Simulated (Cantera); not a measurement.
Source: NASA polynomial tables (part measured, part estimated), evaluated in Cantera. Values are per mole of reaction as written; species without (g) are pure solids or liquids, kept so even where they would boil at 1 bar. ZrN: taken at fixed stoichiometry.

N(g) + ZrO2(g) ⇌ ZrN + O2(g)

```tsv
T (K)	ΔH° (kJ)	ΔS° (J/K)	ΔG° (kJ)	log10 K
300	-551.7	-183.0	-496.8	86.51
1375	?	?	?	?
1425	-541.5	-170.9	-297.9	10.92
1475	-540.7	-170.4	-289.4	10.25
1525	-540.0	-169.9	-280.8	9.62
1575	-539.2	-169.4	-272.4	9.03
1625	-538.4	-168.9	-263.9	8.48
1675	?	?	?	?
1725	-536.7	-167.9	-247.1	7.48
1775	?	?	?	?
1825	-535.0	-166.9	-230.3	6.59
1875	?	?	?	?
```

**Question.** Complete the blanks.

**Answer.** 
- 1375, ΔH° (kJ): -542.2
- 1375, ΔS° (J/K): -171.4
- 1375, ΔG° (kJ): -306.5
- 1375, log10 K: 11.64
- 1675, ΔH° (kJ): -537.6
- 1675, ΔS° (J/K): -168.4
- 1675, ΔG° (kJ): -255.5
- 1675, log10 K: 7.97
- 1775, ΔH° (kJ): -535.9
- 1775, ΔS° (J/K): -167.4
- 1775, ΔG° (kJ): -238.7
- 1775, log10 K: 7.02
- 1875, ΔH° (kJ): -534.1
- 1875, ΔS° (J/K): -166.4
- 1875, ΔG° (kJ): -222.0
- 1875, log10 K: 6.18
